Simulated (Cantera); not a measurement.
A closed system holds: 1 mol SiC, 0.0045 mol H₂O, 100 mol H₂, equilibrated at 57.0 mbar.

These are equilibrium values from Cantera (NASA tables, ideal gas, pure condensed phases), not measurements of a reactor. Candidate condensed phases: C, C₆H₆, C₇H₈, C₈H₁₈, H₂O, Si, SiC, SiO₂; 123 gas species. Kinetics and transport are ignored. All values below are at 1498 K.

Base state: H₂ 1.000, H 7.20e-5, SiO 2.52e-5, CO 1.97e-5 (mole fractions); condensed: SiC(s).

Problem. What changes in the equilibrium state with this change: SiC replaced by Si₃N₄?

Solution. 
```json
[
 {"species": "H₂", "before": "1.000", "after": "0.999"},
 {"species": "N₂", "before": "0", "after": "0.000799"},
 {"species": "H", "before": "7.20e-5", "after": "7.19e-5"},
 {"species": "CO", "before": "1.97e-5", "after": "0"},
 {"species": "SiO", "before": "2.52e-5", "after": "1.45e-5"},
 {"species": "SiC(s), mol", "before": "0.997", "after": "0"},
 {"species": "Si(s), mol", "before": "0", "after": "0.117"},
 {"species": "Si₂N₂O(s), mol", "before": "0", "after": "0.00305"},
 {"species": "Si₃N₄(s), mol", "before": "0", "after": "0.958"}
]
```
Mutual solubility and eutectic melting of coexisting phases are not modelled. Further candidate phases: Si₂N₂O, Si₃N₄.
